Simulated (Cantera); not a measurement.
A perfectly stirred reactor is fed with NO : N2 = 1 : 1.8 (molar parts), at 0.0830 bar; it is held at 1973 K, and followed from long to short residence time.

Computed with Cantera and GRI-Mech 3.0 (53 species, 325 reactions).

Task: What does this change do: pressure from 0.0830 bar to 1.01 bar?

Result: 
| quantity | before | after |
|---|---|---|
| x(NO) at τ = 1.40 s | 0.306 | 0.175 |
| x(N2O) at τ = 1.40 s | 3.68e-5 | 1.38e-5 |
| x(O) at τ = 1.40 s | 0.000344 | 0.000167 |
| x(N2) at τ = 1.40 s | 0.668 | 0.734 |
| x(NO2) at τ = 1.40 s | 5.70e-5 | 0.000211 |
| x(NO) at τ = 14.0 ms | 0.357 | 0.353 |
| x(N2O) at τ = 14.0 ms | 4.00e-5 | 5.65e-5 |
| x(O) at τ = 14.0 ms | 0.000107 | 4.89e-5 |
| x(N2) at τ = 14.0 ms | 0.643 | 0.645 |
| x(NO2) at τ = 14.0 ms | 1.78e-5 | 0.000117 |

Task: What does this change do: NO 1 to 0.14 parts?

Result: 
```tsv
quantity	before	after
x(NO) at τ = 1.40 s	0.306	0.0690
x(N2O) at τ = 1.40 s	3.68e-5	2.11e-6
x(O) at τ = 1.40 s	0.000344	9.95e-5
x(N2) at τ = 1.40 s	0.668	0.929
x(NO2) at τ = 1.40 s	5.70e-5	3.80e-6
x(NO) at τ = 14.0 ms	0.357	0.0722
x(N2O) at τ = 14.0 ms	4.00e-5	1.69e-6
x(O) at τ = 14.0 ms	0.000107	9.24e-6
x(N2) at τ = 14.0 ms	0.643	0.928
x(NO2) at τ = 14.0 ms	1.78e-5	3.67e-7
```

Task: What does this change do: NO 1 to 8.3 parts?

Result: 
| quantity | before | after |
|---|---|---|
| x(NO) at τ = 1.40 s | 0.306 | 0.623 |
| x(N2O) at τ = 1.40 s | 3.68e-5 | 0.000135 |
| x(O) at τ = 1.40 s | 0.000344 | 0.000650 |
| x(N2) at τ = 1.40 s | 0.668 | 0.277 |
| x(NO2) at τ = 1.40 s | 5.70e-5 | 0.000220 |
| x(NO) at τ = 14.0 ms | 0.357 | 0.820 |
| x(N2O) at τ = 14.0 ms | 4.00e-5 | 0.000203 |
| x(O) at τ = 14.0 ms | 0.000107 | 0.000222 |
| x(N2) at τ = 14.0 ms | 0.643 | 0.179 |
| x(NO2) at τ = 14.0 ms | 1.78e-5 | 7.33e-5 |
